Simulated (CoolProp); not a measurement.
Model: reference Helmholtz-energy equation of state, Lemmon 2016, in CoolProp.

**Question.** For R227EA, give the phase and the cp (kJ/(kg K)), Prandtl number at 409.3 K and 0.198 MPa.

**Answer.** 
- 409.3 K and 0.198 MPa: gas; cp 0.967, Prandtl number 0.698

Viscosity comes from a separate model (Huber 2003), an estimate that may be off by 10 % or more. Thermal conductivity comes from a separate model (Huber 2003), an estimate that may be off by 10 % or more.
